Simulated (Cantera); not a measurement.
Feed: 1 mol FeCl3, 1.5 mol H2, held at 9.70 mbar.

Cantera equilibrium calculation (NASA polynomials, part measured and part estimated; ideal gas, pure solids and liquids). Candidate condensed phases: Fe, FeCl2, FeCl3; 11 gas species. Rates play no part.

log p: log10 of the partial pressure in bar; n: condensed amount in mol.

| T (°C) | log p HCl | log p H2 | log p FeCl2 | log p Fe2Cl4 | log p Fe | log p H | log p Cl | n FeCl2(s) | n Fe(α) | n Fe(γ) |
|---|---|---|---|---|---|---|---|---|---|---|
| 327 | -2.31 | -2.31 | -8.22 | -10.33 | <-14 | <-14 | <-14 | 1.000 | 0 | 0 |
| 427 | -2.31 | -2.31 | -5.81 | -7.33 | <-14 | <-14 | <-14 | 1.000 | 0 | 0 |
| 527 | -2.32 | -2.32 | ? | ? | <-14 | ? | ? | 0.977 | 0 | 0 |
| 627 | -2.24 | -2.69 | -2.79 | -3.68 | <-14 | -11.28 | -10.84 | 0 | 0.377 | 0 |
| 727 | -2.28 | -2.65 | -2.67 | -4.28 | -13.83 | -9.97 | -9.63 | 0 | 0.307 | 0 |
| 827 | -2.32 | -2.61 | -2.61 | -4.84 | -11.90 | -8.89 | -8.66 | 0 | 0.234 | 0 |
| 927 | -2.36 | -2.57 | -2.57 | -5.33 | -10.30 | -7.99 | -7.84 | 0 | 0 | 0.173 |
| 1027 | -2.39 | -2.55 | -2.55 | -5.75 | -8.96 | -7.23 | -7.15 | 0 | 0 | 0.124 |
| 1127 | -2.42 | -2.53 | -2.53 | ? | ? | ? | ? | 0 | 0 | ? |
| 1227 | -2.45 | -2.51 | -2.51 | -6.43 | -6.82 | -6.01 | -6.04 | 0 | 0 | 0.0489 |
| 1327 | -2.47 | -2.50 | -2.50 | -6.71 | -5.96 | -5.51 | -5.59 | 0 | 0 | 0.0203 |
| 1427 | -2.49 | -2.49 | -2.49 | -6.96 | -5.21 | -5.08 | -5.19 | 0 | 0 | 0 |
| 1527 | -2.49 | -2.50 | -2.50 | -7.20 | -4.61 | -4.69 | -4.80 | 0 | 0 | 0 |
| 1627 | -2.48 | -2.51 | -2.51 | -7.43 | -4.09 | -4.35 | -4.45 | 0 | 0 | 0 |

Problem. Some entries are withheld; supply them.

Solution. 
- 1127, log p Fe2Cl4: -6.11
- 1127, log p Fe: -7.81
- 1127, log p H: -6.58
- 1127, log p Cl: -6.56
- 1127, n Fe(γ): 0.0830
- 527, log p FeCl2: -4.03
- 527, log p Fe2Cl4: -5.12
- 527, log p H: -12.70
- 527, log p Cl: -12.68
